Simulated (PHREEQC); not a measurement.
Make-up at 25 °C: 0.0023 mol/kgw NH4Cl, 4.4e-05 mol/kgw K2CO3 and 0.0016 mol/kgw KCl. Closed to the air; pH follows from the charge balance.

Equilibrium calculation in PHREEQC: ion-association model, wateq4f.dat.

This is a speciation only: nothing precipitates in the calculation.

Problem. Order these C species by the share of C that they hold, largest first: CO2, HCO3-, CO3-2.

Solution. HCO3- (95 %), CO2 (5.2 %), CO3-2 (0.21 %)

The pH is 7.58 and the ionic strength 0.00394 mol/kgw.
